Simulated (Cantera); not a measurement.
Input (Python, Cantera) and output of one run.

```python
import numpy as np
import cantera as ct

gas_names = """
    AL ALCL ALCL2 ALCL3 ALH ALO ALOCL ALOH ALO2 ALO2H AL2 AL2CL6 AL2O AL2O2 CL CLO CL2 H HALO HCL HOCL
    HO2 H2 H2O H2O2 O OH O2 O3
""".split()
cond_names = """
    AL(cr) AL(L) ALCL3(s) ALCL3(L) AL2O3(a) AL2O3(L) H2O(s) H2O(L)
""".split()


# ... load() reads the species with a 1 bar reference pressure and builds the phases ...
atoms = {
    'Al2O3': {'AL': 2, 'O': 3},
    'HCl': {'H': 1, 'CL': 1},
    'H2': {'H': 2},
}
top_T = {}  # K; cautious upper limits of use, not melting points


# ... equilibrate(T, P, feed) seeds the gas with the atoms and calls Mixture.equilibrate('TP', solver="vcs", rtol=1e-11, max_steps=5000) ...
results = []
feed = {'Al2O3': 1, 'HCl': 2.4, 'H2': 0.21}  # mol
P = 13332.2  # Pa
for T in [998, 1048, 1098, 1148, 1198, 1248, 1298, 1348, 1398, 1448, 1498, 1548, 1598]:
    mix = equilibrate(T, P, feed)
    results.append((T, P, feed, dict(zip(mix.species_names, mix.species_moles))))
    x = sorted(zip(gas.X, gas.species_names), reverse=True)
    print(f"T = {T:g} K  P = {P:g} Pa  gas = {mix.phase_moles(0):.4g} mol")
    print("   x: " + "  ".join(f"{s} {v:.3e}" for v, s in x if v > 1e-05))
    print("   condensed (mol): " + ("  ".join(f"{mix.phase(i).name} {mix.phase_moles(i):.4g}"
          for i in range(1, mix.n_phases) if mix.phase_moles(i) > 1e-12) or "none"))
```

Result:

```
T = 998 K  P = 13332.2 Pa  gas = 2.61 mol
   x: HCL 9.190e-01  H2 8.047e-02  H2O 3.114e-04  ALCL3 2.076e-04
   condensed (mol): AL2O3(a) 0.9997
T = 1048 K  P = 13332.2 Pa  gas = 2.61 mol
   x: HCL 9.188e-01  H2 8.047e-02  H2O 4.494e-04  ALCL3 2.996e-04
   condensed (mol): AL2O3(a) 0.9996
T = 1098 K  P = 13332.2 Pa  gas = 2.609 mol
   x: HCL 9.185e-01  H2 8.048e-02  H2O 6.262e-04  ALCL3 4.175e-04
   condensed (mol): AL2O3(a) 0.9995
T = 1148 K  P = 13332.2 Pa  gas = 2.609 mol
   x: HCL 9.181e-01  H2 8.048e-02  H2O 8.466e-04  ALCL3 5.644e-04
   condensed (mol): AL2O3(a) 0.9993
T = 1198 K  P = 13332.2 Pa  gas = 2.609 mol
   x: HCL 9.177e-01  H2 8.049e-02  H2O 1.114e-03  ALCL3 7.429e-04
   condensed (mol): AL2O3(a) 0.999
T = 1248 K  P = 13332.2 Pa  gas = 2.609 mol
   x: HCL 9.171e-01  H2 8.050e-02  H2O 1.433e-03  ALCL3 9.554e-04
   condensed (mol): AL2O3(a) 0.9988
T = 1298 K  P = 13332.2 Pa  gas = 2.608 mol
   x: HCL 9.165e-01  H2 8.051e-02  H2O 1.806e-03  ALCL3 1.204e-03
   condensed (mol): AL2O3(a) 0.9984
T = 1348 K  P = 13332.2 Pa  gas = 2.608 mol
   x: HCL 9.157e-01  H2 8.053e-02  H2O 2.234e-03  ALCL3 1.489e-03  CL 1.704e-05
   condensed (mol): AL2O3(a) 0.9981
T = 1398 K  P = 13332.2 Pa  gas = 2.608 mol
   x: HCL 9.149e-01  H2 8.055e-02  H2O 2.718e-03  ALCL3 1.811e-03  CL 3.441e-05
   condensed (mol): AL2O3(a) 0.9976
T = 1448 K  P = 13332.2 Pa  gas = 2.607 mol
   x: HCL 9.139e-01  H2 8.057e-02  H2O 3.260e-03  ALCL3 2.171e-03  CL 6.622e-05
   condensed (mol): AL2O3(a) 0.9972
T = 1498 K  P = 13332.2 Pa  gas = 2.607 mol
   x: HCL 9.128e-01  H2 8.061e-02  H2O 3.860e-03  ALCL3 2.568e-03  CL 1.220e-04  H 1.336e-05
   condensed (mol): AL2O3(a) 0.9966
T = 1548 K  P = 13332.2 Pa  gas = 2.606 mol
   x: HCL 9.116e-01  H2 8.066e-02  H2O 4.516e-03  ALCL3 3.001e-03  CL 2.162e-04  H 2.395e-05
   condensed (mol): AL2O3(a) 0.9961
T = 1598 K  P = 13332.2 Pa  gas = 2.606 mol
   x: HCL 9.101e-01  H2 8.074e-02  H2O 5.228e-03  ALCL3 3.468e-03  CL 3.694e-04  H 4.142e-05  ALCL2 1.728e-05
   condensed (mol): AL2O3(a) 0.9955
```

Cantera equilibrium calculation (NASA polynomials, part measured and part estimated; ideal gas, pure solids and liquids). The tables' values for AlCl2 are old estimates; treat these amounts as uncertain. Condensed phases not in the tables: AlOCl.
